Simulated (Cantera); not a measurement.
Charge: 1 mol SiC, 0.024 mol O2, 390 mol H2, held at 1925 °C and 1.30 mbar.

Method: chemical equilibrium by Gibbs-energy minimisation in Cantera with the NASA 1993 tables (ideal gas, pure condensed phases). Candidate condensed phases: C, C6H6, C7H8, C8H18, H2O, Si, SiC, SiO2; 123 gas species. Kinetics and transport are ignored.

Base state: H2 0.854, H 0.143, Si 0.00223, C2H2 (acetylene) 0.00102, CO 0.000114, SiC2 9.99e-5, SiH 3.29e-5 (mole fractions); condensed: gas only.

Question: What changes in the equilibrium state with this change: SiC replaced by Si?

Answer: 
| species | before | after |
|---|---|---|
| H2 | 0.854 | 0.855 |
| H | 0.143 | 0.143 |
| Si | 0.00223 | 0.00223 |
| C2H2 (acetylene) | 0.00102 | 0 |
| SiO | 1.76e-7 | 0.000114 |
| CO | 0.000114 | 0 |
| SiC2 | 9.99e-5 | 0 |
| SiH | 3.29e-5 | 3.30e-5 |

Question: What changes in the equilibrium state with this change: temperature from 1925 °C to 1000 °C?

Answer: 
| species | before | after |
|---|---|---|
| H2 | 0.854 | 1.000 |
| SiO | 1.76e-7 | 6.17e-5 |
| CO | 0.000114 | 6.14e-5 |
| H | 0.143 | 1.98e-5 |
| Si | 0.00223 | 1.41e-9 |
| C2H2 (acetylene) | 0.00102 | <1e-9 |
| SiC2 | 9.99e-5 | <1e-9 |
| SiC(s), mol | 0 | 0.976 |

Question: What changes in the equilibrium state with this change: temperature from 1925 °C to 1127 °C?

Answer: 
| species | before | after |
|---|---|---|
| H2 | 0.854 | 1.000 |
| H | 0.143 | 0.000135 |
| SiO | 1.76e-7 | 6.15e-5 |
| Si | 0.00223 | 8.59e-8 |
| C2H2 (acetylene) | 0.00102 | 3.15e-9 |
| SiC2 | 9.99e-5 | <1e-9 |
| SiH | 3.29e-5 | 1.55e-8 |
| SiC(s), mol | 0 | 0.976 |
